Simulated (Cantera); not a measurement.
What does this Cantera script print?

```python
import numpy as np
import cantera as ct

gas_names = [...]  # 113 gases of nasa_gas.yaml made of C, F, H, Si
cond_names = """
    C(gr) C6H6(L) C7H8(L) C8H18(L),n-octa Si(cr) Si(L) SiC(b)
""".split()


# ... load() reads the species with a 1 bar reference pressure and builds the phases ...
atoms = {
    'SiF4': {'Si': 1, 'F': 4},
    'C3H8': {'C': 3, 'H': 8},
    'H2': {'H': 2},
}
top_T = {'C(gr)': 4500, 'SiC(b)': 3050}  # K; cautious upper limits of use, not melting points


# ... equilibrate(T, P, feed) seeds the gas with the atoms and calls Mixture.equilibrate('TP', solver="vcs", rtol=1e-11, max_steps=5000) ...
results = []
feed = {'SiF4': 1, 'C3H8': 0.4, 'H2': 300}  # mol
T = 2348.15  # K
P = 140  # Pa
mix = equilibrate(T, P, feed)
results.append((T, P, feed, dict(zip(mix.species_names, mix.species_moles))))
print(gas.report(threshold=0.0001))
for i in range(1, mix.n_phases):
    print(f"{mix.phase(i).name:16s} {mix.phase_moles(i):12.5e} mol")
```

It prints:

```
       temperature   2348.2 K
          pressure   140 Pa
           density   1.4729e-05 kg/m^3
  mean mol. weight   2.0541 kg/kmol
   phase of matter   gas

                          1 kg             1 kmol
                     ---------------   ---------------
          enthalpy        5.7454e+07        1.1801e+08  J
   internal energy        4.7949e+07        9.8491e+07  J
           entropy        1.1927e+05        2.4499e+05  J/K
    Gibbs function       -2.2261e+08       -4.5726e+08  J
 heat capacity c_p             15242             31308  J/K
 heat capacity c_v             11194             22993  J/K

                      mass frac. Y      mole frac. X     chem. pot. / RT
                     ---------------   ---------------   ---------------
    C2H2,acetylene          0.018842         0.0014864           -34.116
                 H           0.13626           0.27766           -13.461
                HF            0.1092          0.011211           -50.202
                H2           0.69366           0.70676           -26.922
                Si          0.034955         0.0025565           -12.753
              SiC2         0.0040506        0.00015968           -19.946
     [ +107 minor]         0.0030454        0.00016388

C(gr)             0.00000e+00 mol
Si(L)             0.00000e+00 mol
SiC(b)            0.00000e+00 mol
```

Cantera equilibrium calculation (NASA polynomials, part measured and part estimated; ideal gas, pure solids and liquids). The tables' values for SiF, SiF2 are old estimates; treat these amounts as uncertain.
